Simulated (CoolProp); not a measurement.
Vapour-liquid equilibrium of propane (1) + isobutane (2) at 0.127 MPa; x and y are mole fractions of (1).

Model: multi-fluid Helmholtz-energy mixture model, Lemmon 2009 and Bücker 2006; pair parameters Kunz 2012, in CoolProp.

| x | bubble temperature (°C) | y at the bubble point | dew temperature at overall composition x (°C) | liquid density (mol/L) |
|---|---|---|---|---|
| 0.05 | -8.5 | 0.136 | -6.8 | 10.24 |
| 0.2 | -15.2 | [?] | -9.8 | [?] |
| 0.35 | -20.7 | 0.628 | [?] | [?] |
| 0.5 | -25.3 | [?] | -17.0 | 11.50 |
| 0.65 | -29.3 | 0.861 | -21.4 | 11.94 |
| 0.8 | -32.8 | 0.933 | -26.7 | 12.39 |
| 0.95 | -35.9 | [?] | [?] | 12.87 |

Q: Fill in the missing entries.

A: 
- 0.2, y at the bubble point: 0.433
- 0.2, liquid density (mol/L): 10.66
- 0.35, dew temperature at overall composition x (°C): -13.2
- 0.35, liquid density (mol/L): 11.07
- 0.5, y at the bubble point: 0.763
- 0.95, y at the bubble point: 0.986
- 0.95, dew temperature at overall composition x (°C): -33.7

No azeotrope shows between x = 0.05 and 0.95.

Pair parameters are fitted to limited data, so mixtures are less certain than the pure fluids.
